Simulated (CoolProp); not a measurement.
Nitrogen at 298.15 K and 2.85 MPa is compressed adiabatically to 21.1 MPa with isentropic efficiency 0.8. Each further row changes one setting.

The numbers come from the reference Helmholtz-energy equation of state, Span 2000 in CoolProp.

```csv
case,work (kJ/kg),final temperature (K),final density (kg/m³)
as stated,312,587.0,110
efficiency 1,250,531.8,121
efficiency 0.65,384,650.7,99.6
```
